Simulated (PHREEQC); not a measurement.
A solution holds 0.97 mmol/kgw LiF and 0.32 mmol/kgw NaHF2, at 80 °C. It is in equilibrium with CO2 at log p = -3.4 (atm). Otherwise closed; pH follows from the charge balance.

Model: ion-association model, wateq4f.dat, run in PHREEQC.

```yaml
pH: 4.32
ionic_strength: 0.00134 mol/kgw
total_alkalinity: -0.320 meq/kg
```

```csv
species,molality,activity,log γ
F-,0.00134,0.00128,-0.020
Li+,0.000970,0.000928,-0.019
Na+,0.000320,0.000305,-0.020
HF,0.000269,0.000269,0.000
H+,4.95e-5,4.74e-5,-0.019
CO2,5.03e-6,5.03e-6,0.000
HF2-,1.54e-6,1.47e-6,-0.020
NaF,2.25e-7,2.25e-7,0.000
HCO3-,5.09e-8,4.86e-8,-0.020
H2F2,2.15e-8,2.15e-8,0.000
OH-,5.39e-9,5.15e-9,-0.020
```

Precipitation was switched off in this run. Constants without temperature data keep their 25 °C values here.
